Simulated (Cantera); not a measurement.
Charge: 1 mol B₂O₃, 0.14 mol O₂, held at 1225 K and 11.0 Pa.

These are equilibrium values from Cantera (NASA tables, ideal gas, pure condensed phases), not measurements of a reactor. Candidate condensed phases: B, B₂O₃; 10 gas species. Rates play no part.

Base state: O₂ 1.000, B₂O₃ 0.000186, BO₂ 2.72e-5 (mole fractions); condensed: B₂O₃(l).

Problem. What changes in the equilibrium state with this change: temperature from 1225 K to 1625 K?

Solution. 
```csv
species,before,after
B₂O₃,0.000186,0.856
O₂,1.000,0.114
BO₂,2.72e-5,0.0285
BO,<1e-9,3.39e-5
O,4.01e-6,0.000628
"B₂O₃(l), mol",1.000,0
```
